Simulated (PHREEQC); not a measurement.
Solution (25 °C): 2.8 mmol/kgw Na3PO4 and 0.092 mmol/kgw K2CO3. Closed to the air; pH follows from the charge balance.

Computed with PHREEQC (ion-association model, wateq4f.dat).

This is a speciation only: nothing precipitates in the calculation.

Q: What pH does the model give?

A: pH 11.33.

Q: In which forms is C present?

A: CO3-2 85 %, NaCO3- 8.6 %, HCO3- 6.1 % of the C.

Complexes and solids missing from the database can't appear. H3PO4, which wateq4f.dat lacks, is added to it with the constant of phreeqc.dat.
